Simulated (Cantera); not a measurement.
What does this Cantera script print?

```python
import numpy as np
import cantera as ct

gas_names = """
    C CH CH2 CH3 CH2OH CH3O CH4 CH3OH CN CO CO2 COOH C2 C2H CHCO,ketyl C2H2,acetylene C2H2,vinylidene
    CH2CO,ketene C2H3,vinyl CH3CN CH3CO,acetyl C2H4 C2H4O,ethylen CH3CHO,ethanal CH3COOH (HCOOH)2 C2H5
    C2H6 CH3OCH3 C2H5OH CCN CNC C2N2 C2O C3 C3H3,propargyl C3H4,allene C3H4,propyne C3H4,cyclo-
    C3H5,allyl C3H6,propylene C3H6,cyclo- C3H6O C3H7,n-propyl C3H7,i-propyl C3H8 C3H8O,1propanol
    C3H8O,2propanol C3O2 C4 C4H2 C4H4,1,3-cyclo- C4H6,butadiene C4H6,2-butyne C4H6,cyclo- C4H8,1-butene
    C4H8,cis2-buten C4H8,tr2-butene C4H8,isobutene C4H8,cyclo- (CH3COOH)2 C4H9,n-butyl C4H9,i-butyl
    C4H9,s-butyl C4H9,t-butyl C4H10,isobutane C4H10,n-butane C4N2 C5 C5H6,1,3cyclo- C5H8,cyclo-
    C5H10,1-pentene C5H10,cyclo- C5H11,pentyl C5H11,t-pentyl C5H12,n-pentane C5H12,i-pentane
    CH3C(CH3)2CH3 C6H2 C6H5,phenyl C6H5O,phenoxy C6H6 C6H5OH,phenol C6H10,cyclo- C6H12,1-hexene
    C6H12,cyclo- C6H13,n-hexyl C7H7,benzyl C7H8 C7H8O,cresol C7H14,1-heptene C7H15,n-heptyl
    C7H16,n-heptane C8H8,styrene C8H10,ethylbenz C8H16,1-octene C8H17,n-octyl C8H18,isooctane
    C8H18,n-octane C9H19,n-nonyl C10H8,naphthale C10H21,n-decyl C12H9,o-bipheny C12H10,bipheny H HCN HCO
    HCCN HNC HNCO HNO HNO2 HNO3 HO2 H2 HCHO,formaldehy HCOOH H2O H2O2 N NCO NH NH2 NH3 NH2OH NO NO2 NO3
    N2 N2H2 N2H4 N2O O OH O2 O3
""".split()
cond_names = """
    C(gr) C6H6(L) C7H8(L) C8H18(L),n-octa H2O(s) H2O(L)
""".split()


def load(file, names, dense=False):
    # The tables refer to 1 bar. Condensed volumes are neglected.
    table = {s.name: s for s in ct.Species.list_from_file(file)}
    out = []
    for n in names:
        d = dict(table[n].input_data)
        d["thermo"] = dict(d["thermo"], **{"reference-pressure": 1e5})
        if dense:
            d["equation-of-state"] = {"model": "constant-volume", "density": "1e6 g/cm^3"}
        out.append(ct.Species.from_dict(d))
    return out


gas = ct.Solution(thermo="ideal-gas", species=load("nasa_gas.yaml", gas_names))
cond = {s.name: ct.Solution(thermo="fixed-stoichiometry", species=[s], name=s.name)
        for s in load("nasa_condensed.yaml", cond_names, dense=True)}
atoms = {
    'C2H5OH': {'C': 2, 'H': 6, 'O': 1},
    'H2': {'H': 2},
    'N2': {'N': 2},
}
top_T = {'C(gr)': 4500}  # K; cautious upper limits of use, not melting points


def equilibrate(T, P, feed):
    n = {}
    for name, mol in feed.items():
        for a, k in atoms[name].items():
            n[a] = n.get(a, 0.0) + k * mol
    gas.TPX = T, P, n
    mass = sum(n.values()) * gas.mean_molecular_weight
    gas.equilibrate("TP")
    valid = [c for c in cond.values() if c.min_temp <= T <= top_T.get(c.name, c.max_temp)]
    mix = ct.Mixture([(gas, mass / gas.mean_molecular_weight)] + [(c, 0.0) for c in valid])
    mix.T, mix.P = T, P
    mix.equilibrate("TP", solver="vcs", rtol=1e-11, max_steps=5000)
    return mix


results = []
feed = {'C2H5OH': 1, 'H2': 0.34, 'N2': 1.9}  # mol
P = 1700  # Pa
for T in [950, 1150, 1350, 1550, 1750, 1950, 2150, 2350, 2550, 2750, 2950]:
    mix = equilibrate(T, P, feed)
    results.append((T, P, feed, dict(zip(mix.species_names, mix.species_moles))))
    x = sorted(zip(gas.X, gas.species_names), reverse=True)
    print(f"T = {T:g} K  P = {P:g} Pa  gas = {mix.phase_moles(0):.4g} mol")
    print("   x: " + "  ".join(f"{s} {v:.3e}" for v, s in x if v > 0.001))
    print("   condensed (mol): " + ("  ".join(f"{mix.phase(i).name} {mix.phase_moles(i):.4g}"
          for i in range(1, mix.n_phases) if mix.phase_moles(i) > 1e-12) or "none"))
```

It prints:

```
T = 950 K  P = 1700 Pa  gas = 6.222 mol
   x: H2 5.338e-01  N2 3.054e-01  CO 1.580e-01  H2O 1.339e-03
   condensed (mol): C(gr) 1.008
T = 1150 K  P = 1700 Pa  gas = 6.239 mol
   x: H2 5.351e-01  N2 3.045e-01  CO 1.602e-01
   condensed (mol): C(gr) 0.9997
T = 1350 K  P = 1700 Pa  gas = 6.24 mol
   x: H2 5.351e-01  N2 3.044e-01  CO 1.603e-01
   condensed (mol): C(gr) 0.999
T = 1550 K  P = 1700 Pa  gas = 6.24 mol
   x: H2 5.348e-01  N2 3.042e-01  CO 1.602e-01
   condensed (mol): C(gr) 0.996
T = 1750 K  P = 1700 Pa  gas = 6.244 mol
   x: H2 5.332e-01  N2 3.033e-01  CO 1.602e-01  HCN 1.921e-03  H 1.303e-03
   condensed (mol): C(gr) 0.9868
T = 1950 K  P = 1700 Pa  gas = 6.26 mol
   x: H2 5.275e-01  N2 3.010e-01  CO 1.597e-01  H 6.386e-03  HCN 4.801e-03
   condensed (mol): C(gr) 0.9647
T = 2150 K  P = 1700 Pa  gas = 6.313 mol
   x: H2 5.112e-01  N2 2.956e-01  CO 1.584e-01  H 2.313e-02  HCN 9.922e-03
   condensed (mol): C(gr) 0.9201
T = 2350 K  P = 1700 Pa  gas = 6.453 mol
   x: H2 4.726e-01  N2 2.848e-01  CO 1.550e-01  H 6.576e-02  HCN 1.742e-02  C2H2,acetylene 2.607e-03  HNC 1.698e-03
   condensed (mol): C(gr) 0.8416
T = 2550 K  P = 1700 Pa  gas = 6.753 mol
   x: H2 3.989e-01  N2 2.663e-01  H 1.511e-01  CO 1.481e-01  HCN 2.609e-02  C2H2,acetylene 5.305e-03  HNC 3.233e-03
   condensed (mol): C(gr) 0.7212
T = 2750 K  P = 1700 Pa  gas = 7.291 mol
   x: H2 2.893e-01  H 2.822e-01  N2 2.403e-01  CO 1.372e-01  HCN 3.292e-02  C2H2,acetylene 8.140e-03  HNC 5.004e-03  CN 2.554e-03
   condensed (mol): C(gr) 0.5434
T = 2950 K  P = 1700 Pa  gas = 8.125 mol
   x: H 4.242e-01  N2 2.091e-01  H2 1.676e-01  CO 1.231e-01  HCN 3.430e-02  C3 1.067e-02  C2H2,acetylene 8.997e-03  CN 8.534e-03  HNC 6.217e-03  C2H 3.637e-03  C 1.838e-03  C2 1.073e-03
   condensed (mol): C(gr) 0.0853
```

These are equilibrium values from Cantera (NASA tables, ideal gas, pure condensed phases), not measurements of a reactor.
